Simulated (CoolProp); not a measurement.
The fluid at 500.39 K and 0.78 MPa is throttled through a valve to 0.546 MPa with no heat exchange. The same conditions are run with several fluids, on thermodynamics alone (safety and materials aside).

Model: reference Helmholtz-energy equation of state of each fluid (dry air: Lemmon 2000; sulfur hexafluoride: Guder 2009; propane: Lemmon 2009; cyclopentane: Gedanitz 2015; carbon dioxide: Span 1996), in CoolProp. Blends and air are pseudo-pure fits.

```
fluid                temperature change (K)  final density (kg/m³)
-------------------  ----------------------  ---------------------
dry air                                   …                   3.80
sulfur hexafluoride                    -0.6                   19.4
propane                                -0.9                      …
cyclopentane                           -1.9                      …
carbon dioxide                            …                   5.81
```

**Question.** Complete the blanks.

**Answer.** 
- dry air, temperature change (K): -0.1
- propane, final density (kg/m³): 5.89
- cyclopentane, final density (kg/m³): 9.70
- carbon dioxide, temperature change (K): -0.7
